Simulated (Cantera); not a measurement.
What does this Cantera script print?

```python
import numpy as np
import cantera as ct

gas_names = """
    C CN C2 CCN CNC C2N2 C3 C4 C4N2 C5 N N2 Si SiC SiC2 SiN Si2 Si2C Si2N Si3
""".split()
cond_names = """
    C(gr) Si(cr) Si(L) SiC(b) Si3N4(a)
""".split()


# ... load() reads the species with a 1 bar reference pressure and builds the phases ...
atoms = {
    'SiC': {'Si': 1, 'C': 1},
    'Si': {'Si': 1},
    'N2': {'N': 2},
}
top_T = {'C(gr)': 4500, 'SiC(b)': 3050, 'Si3N4(a)': 2400}  # K; cautious upper limits of use, not melting points


# ... equilibrate(T, P, feed) seeds the gas with the atoms and calls Mixture.equilibrate('TP', solver="vcs", rtol=1e-11, max_steps=5000) ...
results = []
feed = {'SiC': 1, 'Si': 0.079, 'N2': 0.55}  # mol
P = 10000  # Pa
for T in [1950, 1975, 2000, 2025, 2050, 2075, 2100, 2125, 2150, 2175, 2200]:
    mix = equilibrate(T, P, feed)
    results.append((T, P, feed, dict(zip(mix.species_names, mix.species_moles))))

top = {s: max(r[3][s] / sum(r[3][g] for g in gas_names) for r in results) for s in gas_names}
cols = sorted((s for s in top if top[s] > 1e-06), key=lambda s: -top[s])[:5]
seen = [c for c in cond_names if any(r[3].get(c, 0) > 1e-12 for r in results)]
print("log10 of partial pressures in bar; condensed amounts in mol")
print(f"{'T/K':>10s}" + "".join(f"{s[:9]:>10s}" for s in cols + seen))
for T, P, feed, n in results:
    ng = sum(n[g] for g in gas_names)
    print(f"{T:10.4g}" + "".join(f"{np.log10(max(n[s] / ng * P / 1e5, 1e-99)):10.3f}" for s in cols)
          + "".join(f"{n.get(c, 0):10.4g}" for c in seen))
```

Output:

```
log10 of partial pressures in bar; condensed amounts in mol
       T/K        N2        Si      Si2N      Si2C       SiN     Si(L)    SiC(b)  Si3N4(a)
      1950    -1.000    -4.674    -5.618    -6.331    -5.706         0         1   0.02629
      1975    -1.000    -4.490    -5.420    -6.099    -5.549   0.07876         1         0
      2000    -1.000    -4.361    -5.327    -5.923    -5.446   0.07868         1         0
      2025    -1.000    -4.235    -5.237    -5.752    -5.345   0.07857         1         0
      2050    -1.000    -4.112    -5.149    -5.585    -5.247   0.07844         1         0
      2075    -1.001    -3.992    -5.063    -5.422    -5.152   0.07827         1         0
      2100    -1.001    -3.875    -4.979    -5.263    -5.058   0.07805         1         0
      2125    -1.001    -3.760    -4.897    -5.108    -4.967   0.07777         1         0
      2150    -1.001    -3.649    -4.817    -4.957    -4.878   0.07742    0.9999         0
      2175    -1.001    -3.540    -4.740    -4.809    -4.792   0.07697    0.9999         0
      2200    -1.002    -3.433    -4.664    -4.665    -4.707   0.07642    0.9999         0
```

Equilibrium computed with Cantera from the NASA thermochemical tables; the gas is ideal and each condensed phase is pure. Mutual solubility and eutectic melting of coexisting phases are not modelled. The tables' values for SiN are old estimates; treat these amounts as uncertain.
